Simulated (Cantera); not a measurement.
Cantera run, input and output.

```python
import numpy as np
import cantera as ct

gas = ct.Solution("h2o2.yaml")
gas.TPX = 1698, 500000, {'H2': 1, 'O2': 0.667, 'N2': 2.51}
reactor = ct.IdealGasConstPressureReactor(gas, energy="on", clone=False)
net = ct.ReactorNet([reactor])
net.rtol, net.atol = 1e-08, 1e-16
show = ['H2', 'O2', 'H2O', 'OH', 'H2O2']
times = np.geomspace(2e-06, 6, 10)

steps = ct.SolutionArray(gas, extra=["t"])
rows = []
print(f"{'t/s':>10s}{'T/K':>9s}{'P/Pa':>11s}" + "".join(f"{s:>11s}" for s in show))
for t in times:
    while net.time < t:
        t_next = net.step()
        steps.append(gas.state, t=t_next)
    rows.append([np.interp(t, steps.t, y) for y in (steps.T, steps.P, *steps(*show).X.T)])
    print(f"{t:10.3e}{rows[-1][0]:9.1f}{rows[-1][1]:11.4g}" + "".join(f"{x:11.3e}" for x in rows[-1][2:]))
rate = np.gradient(steps.T, steps.t)
print("integrator steps:", len(steps.t))
if steps.T.max() > steps.T[0] + 200:
    print(f"time of steepest temperature rise: {steps.t[rate.argmax()]:.4e} s")
gas.TPX = 1698, 500000, {'H2': 1, 'O2': 0.667, 'N2': 2.51}
gas.equilibrate("HP")
print(f"equilibrium (HP): T = {gas.T:.1f} K  " + "  ".join(f"{s} {gas[s].X[0]:.3e}" for s in show))
```

It prints:

```
       t/s      T/K       P/Pa         H2         O2        H2O         OH       H2O2
 2.000e-06   2149.0      5e+05  4.200e-02  5.379e-02  1.591e-01  3.050e-02  1.825e-06
 1.049e-05   2912.0      5e+05  2.174e-02  4.357e-02  2.186e-01  3.424e-02  1.416e-06
 5.500e-05   2962.8      5e+05  1.919e-02  4.298e-02  2.240e-01  3.299e-02  1.699e-06
 2.884e-04   2962.8      5e+05  1.919e-02  4.298e-02  2.240e-01  3.299e-02  1.699e-06
 1.513e-03   2962.8      5e+05  1.919e-02  4.298e-02  2.240e-01  3.299e-02  1.699e-06
 7.933e-03   2962.8      5e+05  1.919e-02  4.298e-02  2.240e-01  3.299e-02  1.699e-06
 4.160e-02   2962.8      5e+05  1.919e-02  4.298e-02  2.240e-01  3.299e-02  1.699e-06
 2.182e-01   2962.8      5e+05  1.919e-02  4.298e-02  2.240e-01  3.299e-02  1.699e-06
 1.144e+00   2962.8      5e+05  1.919e-02  4.298e-02  2.240e-01  3.299e-02  1.699e-06
 6.000e+00   2962.8      5e+05  1.919e-02  4.298e-02  2.240e-01  3.299e-02  1.699e-06
integrator steps: 1049
time of steepest temperature rise: 1.5545e-06 s
equilibrium (HP): T = 2962.8 K  H2 1.919e-02  O2 4.298e-02  H2O 2.240e-01  OH 3.299e-02  H2O2 1.699e-06
```

Computed with Cantera and the H2/O2 subset of GRI-Mech 3.0, which has no nitrogen chemistry. The hydrogen kinetics of GRI-Mech 3.0 are dated; newer H2 mechanisms differ, most at raised pressure.
